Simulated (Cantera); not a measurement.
Input: 1 mol BaF2, 0.061 mol HF, 89 mol H2, at 1073.15 K and 10.0 Pa.

Equilibrium computed with Cantera from the NASA thermochemical tables; the gas is ideal and each condensed phase is pure. Candidate condensed phases: Ba, BaF2; 14 gas species. Equilibrium is a limit: real reactors are often held back by kinetics, nucleation or transport.

What is the equilibrium state?


```json
{
 "x(H2)": "0.999",
 "x(HF)": "0.000685",
 "x(BaF2)": "2.23e-6",
 "x(H)": "1.41e-6",
 "n(BaF2(s))": "1.000 mol",
 "gas_amount": "89.06 mol",
 "log10 activity of Ba(l) (absent)": "-12.90"
}
```
